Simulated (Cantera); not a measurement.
Charge: 1 mol SiCl4, 0.98 mol Cl2, 1 mol H2, at 1698 K and 3.20 bar.

Cantera equilibrium calculation (NASA polynomials, part measured and part estimated; ideal gas, pure solids and liquids). Candidate condensed phases: Si; 19 gas species. The tables' values for SiCl3 are old estimates; treat these amounts as uncertain. The numbers say what is thermodynamically allowed, not how fast it happens.

Base state: HCl 0.663, SiCl4 0.325, SiCl3 0.00830, H2 0.00237, Cl 0.000855, SiCl2 0.000420, SiHCl3 0.000224, Cl2 6.48e-5 (mole fractions); condensed: gas only.

What changes in the equilibrium state with this change: Cl2 from 0.98 to 2.3 mol?


| species | before | after |
|---|---|---|
| HCl | 0.663 | 0.452 |
| Cl2 | 6.48e-5 | 0.267 |
| SiCl4 | 0.325 | 0.226 |
| Cl | 0.000855 | 0.0549 |
| H2 | 0.00237 | 2.69e-7 |
| SiHCl3 | 0.000224 | 2.58e-8 |
